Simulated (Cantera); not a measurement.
A perfectly stirred reactor is fed with H2 : O2 : N2 : H2O = 1 : 0.735 : 2.76 : 0.17 (molar parts), at 0.330 bar; it is adiabatic with a 450 K inlet, and is followed from long to short residence time, starting on the burning branch (τ in s: 0.038, 0.018, 0.0089, 0.0043, 0.0021, 0.00099, 0.00048, 0.00023, 0.00011, 5.4e-05).

Computed with Cantera and the H2/O2 subset of GRI-Mech 3.0, which has no nitrogen chemistry.

What does this change do: pressure from 0.330 bar to 0.590 bar?


```
quantity                                                                       before                                   after
------------------------------------------------  -----------------------------------  --------------------------------------
blow-out, bracketed by the residence times tried  burning at 0.110 ms, out at 54.0 µs  burning at 54.0 µs, the shortest tried
x(H2) at τ = 38.0 ms                                                          0.00323                                 0.00167
x(O2) at τ = 38.0 ms                                                           0.0554                                  0.0555
x(H2O) at τ = 38.0 ms                                                           0.272                                   0.276
x(O) at τ = 38.0 ms                                                           0.00147                                0.000743
x(H2O2) at τ = 38.0 ms                                                        1.17e-7                                 1.40e-7
x(H2) at τ = 0.990 ms                                                          0.0180                                  0.0122
x(O2) at τ = 0.990 ms                                                          0.0605                                  0.0577
x(H2O) at τ = 0.990 ms                                                          0.241                                   0.254
x(O) at τ = 0.990 ms                                                          0.00913                                 0.00575
x(H2O2) at τ = 0.990 ms                                                       7.13e-7                                 5.67e-7
```

What does this change do: pressure from 0.330 bar to 0.850 bar?


```tsv
quantity	before	after
blow-out, bracketed by the residence times tried	burning at 0.110 ms, out at 54.0 µs	burning at 54.0 µs, the shortest tried
x(H2) at τ = 38.0 ms	0.00323	0.00114
x(O2) at τ = 38.0 ms	0.0554	0.0556
x(H2O) at τ = 38.0 ms	0.272	0.277
x(O) at τ = 38.0 ms	0.00147	0.000496
x(H2O2) at τ = 38.0 ms	1.17e-7	1.60e-7
x(H2) at τ = 0.990 ms	0.0180	0.00890
x(O2) at τ = 0.990 ms	0.0605	0.0566
x(H2O) at τ = 0.990 ms	0.241	0.261
x(O) at τ = 0.990 ms	0.00913	0.00400
x(H2O2) at τ = 0.990 ms	7.13e-7	5.49e-7
```
